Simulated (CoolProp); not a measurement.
n-butane along the isobar 12 MPa: fugacity coefficient from the reference equation and from simpler models built on Tc = 425.1 K, pc = 3.796 MPa, ω = 0.201; each cubic takes its own stable root.

Model: reference Helmholtz-energy equation of state, Bücker 2006, in CoolProp.

```json
[
 {"T (K)": "214.1", "phase": "liquid", "reference": "0.0007982"},
 {"T (K)": "225.6", "phase": "liquid", "reference": "0.001598"},
 {"T (K)": "237.1", "phase": "liquid", "reference": "0.002953"},
 {"T (K)": "248.7", "phase": "liquid", "reference": "0.005125"},
 {"T (K)": "260.2", "phase": "liquid", "reference": "0.008350"},
 {"T (K)": "271.7", "phase": "liquid", "reference": "0.01294"},
 {"T (K)": "283.3", "phase": "liquid", "reference": "0.01925"},
 {"T (K)": "294.8", "phase": "liquid", "reference": "0.02747"},
 {"T (K)": "306.4", "phase": "liquid", "reference": "0.03801"},
 {"T (K)": "317.9", "phase": "liquid", "reference": "0.05090"},
 {"T (K)": "329.4", "phase": "liquid", "reference": "0.06639"},
 {"T (K)": "341", "phase": "liquid", "reference": "0.08475"},
 {"T (K)": "352.5", "phase": "liquid", "reference": "0.1057"}
]
```

Problem. How far does each simpler model (Soave-Redlich-Kwong, Peng-Robinson) lie from the reference over these 13 states: mean and median of the absolute difference, and the worst?

Solution. 
- Soave-Redlich-Kwong: mean 3.3 %, median 3.4 %, worst +5.7 % at 352.5 K and 12 MPa
- Peng-Robinson: mean 1.9 %, median 2.1 %, worst -2.4 % at 283.3 K and 12 MPa
